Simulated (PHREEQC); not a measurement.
Solution (40 °C): 0.029 mol/kgw HF, 0.001 mol/kgw (CH3)4NF and 0.00038 mol/kgw H4SiO4. Closed to the air; pH follows from the charge balance.

The numbers come from PHREEQC with the ion-association model, phreeqc.dat.

```json
[
 {"quantity": "pH", "before": "2.46", "after": "2.56"},
 {"quantity": "ionic strength (mol/kgw)", "before": "0.00515", "after": "0.00436"},
 {"quantity": "HF (mol/kgw)", "before": "0.0234", "after": "0.0242"},
 {"quantity": "F- (mol/kgw)", "before": "0.00365", "after": "0.00291"},
 {"quantity": "HF2- (mol/kgw)", "before": "0.000358", "after": "0.000309"},
 {"quantity": "H4SiO4 (mol/kgw)", "before": "3.10e-9", "after": "2.13e-7"},
 {"quantity": "SI of Quartz (SiO2)", "before": "-4.74", "after": "-3.21"}
]
```

Which change was made?
A. temperature from 40 to 65 °C
B. 0.0064 mol/kgw NaCl added
C. temperature from 40 to 30 °C
D. HF from 0.029 to 0.0435 mol/kgw

A, temperature from 40 to 65 °C

Precipitation was switched off in this run. (CH3)4N+ isn't in the database: it is added as a free cation with an ion size of 4 Å. Away from 25 °C the constants follow the database's enthalpies or fits; those with neither stay at their 25 °C values. SiF6-2 is the database's only silicon fluoride.
